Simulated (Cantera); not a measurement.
Mixture: H2 : O2 : N2 = 1 : 0.455 : 1.71 (molar parts), at 2.80 bar, adiabatic and at constant volume. Ignition delay is the time to a rise of 400 K.

Computed with Cantera and GRI-Mech 3.0 (53 species, 325 reactions). The hydrogen kinetics of GRI-Mech 3.0 are dated; newer H2 mechanisms differ, most at raised pressure. Below about 950 K walls govern HO2 and H2O2 in real vessels.

Question: Predict: delay at 900 K; delay at 1100 K; delay at 1300 K; delay at 1500 K.

Answer: 
```
Property           Value
---------------  -------
delay at 900 K   0.202 s
delay at 1100 K  66.7 µs
delay at 1300 K  10.3 µs
delay at 1500 K  4.82 µs
```
